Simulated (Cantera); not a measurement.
Cantera run:

```python
import numpy as np
import cantera as ct

gas_names = """
    O2 CL2
""".split()
cond_names = """
    Ca(L) CaCL2(L) CaO(s)
""".split()


# ... load() reads the species with a 1 bar reference pressure and builds the phases ...
species = {s.name: s for s in load("nasa_gas.yaml", gas_names) + load("nasa_condensed.yaml", cond_names)}
T = 1550
g = {n: (s.thermo.h(T) - T * s.thermo.s(T)) / (ct.gas_constant * T * np.log(10)) for n, s in species.items()}
valid = cond_names  # the entries whose range holds T


def stable(la, lb):
    # potentials (over RT ln 10) of the two non-metals from log10 p(O2) and log10 p(CL2) in bar
    mu = {}
    mu["O"] = (g["O2"] + la) / 2
    mu["Cl"] = (g["CL2"] + lb) / 2
    cost = {}
    for n in valid:
        c = species[n].composition
        cost[n] = (g[n] - sum(c.get(e, 0) * m for e, m in mu.items())) / c["Ca"]
    return min(cost, key=cost.get)


results = []
for lb in [1, -0.1, -1.3, -2.4, -3.6, -4.7, -5.9, -7, -8.1, -9.3, -10.4, -11.6, -12.7, -13.9, -15]:
    row = [stable(la, lb) for la in [-13, -12.2, -11.4, -10.6, -9.8, -8.9, -8.1, -7.3, -6.5, -5.7, -4.9, -4.1, -3.2, -2.4, -1.6, -0.8, 0]]
    results.append(row)
    print(f"{lb:6.1f}  " + " ".join(f"{valid.index(n):x}" for n in row))
print("key: " + ", ".join(f"{i:x} {n}" for i, n in enumerate(valid)))
```

Result:

```
   1.0  1 1 1 1 1 1 1 1 1 1 1 1 1 1 1 1 1
  -0.1  1 1 1 1 1 1 1 1 1 1 1 1 1 1 1 1 1
  -1.3  1 1 1 1 1 1 1 1 1 1 1 1 1 1 1 1 1
  -2.4  1 1 1 1 1 1 1 1 1 1 1 1 1 1 1 1 1
  -3.6  1 1 1 1 1 1 1 1 1 1 1 1 1 1 1 1 2
  -4.7  1 1 1 1 1 1 1 1 1 1 1 1 1 1 2 2 2
  -5.9  1 1 1 1 1 1 1 1 1 1 1 2 2 2 2 2 2
  -7.0  1 1 1 1 1 1 1 1 2 2 2 2 2 2 2 2 2
  -8.1  1 1 1 1 1 2 2 2 2 2 2 2 2 2 2 2 2
  -9.3  1 1 2 2 2 2 2 2 2 2 2 2 2 2 2 2 2
 -10.4  2 2 2 2 2 2 2 2 2 2 2 2 2 2 2 2 2
 -11.6  2 2 2 2 2 2 2 2 2 2 2 2 2 2 2 2 2
 -12.7  2 2 2 2 2 2 2 2 2 2 2 2 2 2 2 2 2
 -13.9  2 2 2 2 2 2 2 2 2 2 2 2 2 2 2 2 2
 -15.0  2 2 2 2 2 2 2 2 2 2 2 2 2 2 2 2 2
key: 0 Ca(L), 1 CaCL2(L), 2 CaO(s)
```

Source: NASA polynomial tables (part measured, part estimated), evaluated in Cantera. Not in the tables: oxide halides.
